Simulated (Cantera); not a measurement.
Input: 1 mol SiH4, 0.22 mol HCl, 160 mol H2, equilibrated at 1.40 mbar.

Method: chemical equilibrium by Gibbs-energy minimisation in Cantera with the NASA 1993 tables (ideal gas, pure condensed phases). Candidate condensed phases: Si; 19 gas species. Gases not in the tables: Si2H6 and higher silanes. The numbers say what is thermodynamically allowed, not how fast it happens. All values below are at 1452 °C.

Base state: H2 0.993, H 0.00495, HCl 0.00133, Si 0.000725, SiH 3.86e-5, SiH2 1.71e-5 (mole fractions); condensed: Si(l).

**Question.** What changes in the equilibrium state with this change: pressure from 1.40 mbar to 0.130 bar?

**Answer.** 
```csv
species,before,after
H2,0.993,0.998
HCl,0.00133,0.00134
H,0.00495,0.000515
Si,0.000725,7.81e-6
SiH2,1.71e-5,1.72e-5
SiH,3.86e-5,4.02e-6
"Si(l), mol",0.870,0.994
```
